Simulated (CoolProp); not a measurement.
Properties of hydrogen chloride at several states (Tc = 324.7 K, pc = 8.314 MPa, ω = 0.130).

Model: reference Helmholtz-energy equation of state, Thol 2018, in CoolProp.

```csv
T (K),p (MPa),phase,Z,cv (kJ/(kg K)),Joule-Thomson coefficient (K/MPa),expansivity (1/kK),fugacity coefficient
219.2,0.228,gas,0.9611,[?],35.29,[?],0.9626
248.6,31.8,liquid,[?],0.9381,-0.2575,[?],0.05812
245.2,5.6,liquid,0.09636,0.9393,-0.1500,2.964,0.1938
469.7,0.0762,gas,0.9989,[?],6.287,2.137,0.9989
186.3,3.9,liquid,[?],[?],-0.3164,2.020,0.02449
208.9,15.8,liquid,0.2869,1.002,-0.3005,2.073,0.02296
```

Question: What belongs in the gaps?

Answer: 
- 219.2, cv (kJ/(kg K)): 0.6131
- 219.2, expansivity (1/kK): 5.243
- 248.6, Z: 0.5163
- 248.6, expansivity (1/kK): 2.205
- 469.7, cv (kJ/(kg K)): 0.5742
- 186.3, Z: 0.07685
- 186.3, cv (kJ/(kg K)): 1.050
